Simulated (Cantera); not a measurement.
## Equilibrium for silicon oxide and oxynitride deposition: Si2H6 + H2O + N2 + CO2

A closed system holds: 1 mol Si2H6, 0.92 mol H2O, 45 mol N2, 0.22 mol CO2, at 1.00 Torr.

Method: chemical equilibrium by Gibbs-energy minimisation in Cantera with the NASA 1993 tables (ideal gas, pure condensed phases). Candidate condensed phases: C, C6H6, C7H8, C8H18, H2O, Si, SiC, SiO2, Si2N2O, Si3N4; 151 gas species. The feed counts by its element totals alone. N2 is the only nitrogen source here; it is nearly inert below about 1500 K, so the nitride shown seldom forms there in practice. Mutual solubility and eutectic melting of coexisting phases are not modelled. The tables' values for SiN are old estimates; treat these amounts as uncertain. The tables hold silica as quartz up to 1696 K and as liquid above; real silica turns to tridymite and cristobalite and melts near 1996 K. Equilibrium is a limit: real reactors are often held back by kinetics, nucleation or transport.

| T (K) | log p N2 | log p H2 | log p SiO | log p H | log p Si | n C(graphite) | n SiO2(α-quartz) | n Si2N2O(s) | n SiO2(β-quartz) | n SiC(s) | n Si(l) |
|---|---|---|---|---|---|---|---|---|---|---|---|
| 800 | -2.91 | -3.96 | <-14 | -13.52 | <-14 | 0.213 | 0.235 | 0.882 | 0 | 0 | 0 |
| 900 | -2.91 | -3.96 | <-14 | -11.91 | <-14 | 0.0848 | 0 | 0.925 | 0.150 | 0 | 0 |
| 1000 | -2.91 | -3.96 | -13.50 | -10.63 | <-14 | 0 | 0 | 0.953 | 0.0933 | 0 | 0 |
| 1100 | -2.91 | -3.96 | -11.08 | -9.57 | <-14 | 0 | 0 | 0.953 | 0.0933 | 0 | 0 |
| 1200 | -2.91 | -3.96 | -9.07 | -8.69 | <-14 | 0 | 0 | 0.953 | 0.0932 | 0 | 0 |
| 1300 | -2.91 | -3.96 | -7.38 | -7.94 | <-14 | 0 | 0 | 0.953 | 0.0927 | 0 | 0 |
| 1400 | -2.91 | -3.97 | -5.93 | -7.30 | -12.68 | 0 | 0 | 0.939 | 0.0790 | 0 | 0 |
| 1500 | -2.92 | -3.97 | -5.11 | -6.74 | -10.33 | 0 | 0 | 0.860 | 0 | 0 | 0 |
| 1600 | -2.92 | -3.97 | -5.06 | -6.25 | -7.63 | 0 | 0 | 0.836 | 0 | 0.0107 | 0 |
| 1700 | -2.92 | -3.99 | -4.47 | -5.83 | -6.17 | 0 | 0 | 0 | 0 | 0.150 | 0.530 |
| 1800 | -2.92 | -3.99 | -4.49 | -5.44 | -5.50 | 0 | 0 | 0 | 0 | 0.0881 | 0.546 |
| 1900 | -2.93 | -4.01 | -4.52 | -5.10 | -4.90 | 0 | 0 | 0 | 0 | 0 | 0.313 |
| 2000 | -2.93 | -4.03 | -4.53 | -4.80 | -4.67 | 0 | 0 | 0 | 0 | 0 | 0 |
| 2100 | -2.94 | -4.06 | -4.53 | -4.54 | -4.66 | 0 | 0 | 0 | 0 | 0 | 0 |
log p: log10 of the partial pressure in bar; n: condensed amount in mol.

At 800 K the condensed part is C(graphite) + SiO2(α-quartz) + Si2N2O(s). At 900 K the condensed part is C(graphite) + SiO2(β-quartz) + Si2N2O(s). From 1000 K to 1400 K the condensed part is SiO2(β-quartz) + Si2N2O(s). At 1500 K the condensed part is Si2N2O(s). At 1600 K the condensed part is SiC(s) + Si2N2O(s). From 1700 K to 1800 K the condensed part is Si(l) + SiC(s). At 1900 K the condensed part is Si(l). From 2000 K to 2100 K nothing is condensed.
